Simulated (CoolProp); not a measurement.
Values from CoolProp's reference Helmholtz-energy equation of state, Penoncello 2003.

### Question
For CHF3 (R23), give the phase and the density (kg/m³), cp (kJ/(kg K)), viscosity (µPa s), conductivity (mW/(m K)) at 343 K and 265 bar.

### Answer
- 343 K and 265 bar: supercritical; density 953, cp 1.42, viscosity 82.6, conductivity 77.0

Viscosity comes from a separate model (Shan 2000). Thermal conductivity comes from a separate model (Shan 2000).
